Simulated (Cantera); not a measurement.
Feed: 1 mol BN, 8.9 mol H₂O, 1.9 mol N₂, equilibrated at 1248 K and 13300 Pa.

These are equilibrium values from Cantera (NASA tables, ideal gas, pure condensed phases), not measurements of a reactor. Candidate condensed phases: B, BN, B₂O₃, B₃O₃H₃, H₂O; 39 gas species. Gases not in the tables: H₃BO₃. Rates play no part.

What is the equilibrium state?


```json
{
  "x(H₂O)": "0.650",
  "x(N₂)": "0.212",
  "x(H₂)": "0.133",
  "x(HBO₂)": "0.00354",
  "x((HBO₂)₃)": "0.00188",
  "n(B₂O₃(l))": "0.448 mol",
  "gas_amount": "11.31 mol",
  "log10 activity of B(s) (absent)": "-10.01",
  "log10 activity of B₃O₃H₃(s) (absent)": "-18.70"
}
```
